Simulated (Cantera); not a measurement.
Feed: 1 mol NH3, 1.4 mol H2O, 4.4 mol H2, equilibrated at 450 °C and 0.00190 bar.

Cantera equilibrium calculation (NASA polynomials, part measured and part estimated; ideal gas, pure solids and liquids). Candidate condensed phases: H2O; 24 gas species. Kinetics and transport are ignored.

Base state: H2 0.756, H2O 0.179, N2 0.0641 (mole fractions); condensed: gas only.

Problem. What changes in the equilibrium state with this change: temperature from 450 °C to 3102 °C?

Solution. 
```tsv
species	before	after
H	<1e-9	0.876
O	<1e-9	0.0838
N2	0.0641	0.0302
H2	0.756	0.00753
H2O	0.179	2.45e-5
OH	<1e-9	0.00122
N	<1e-9	0.000477
NO	<1e-9	0.000314
```
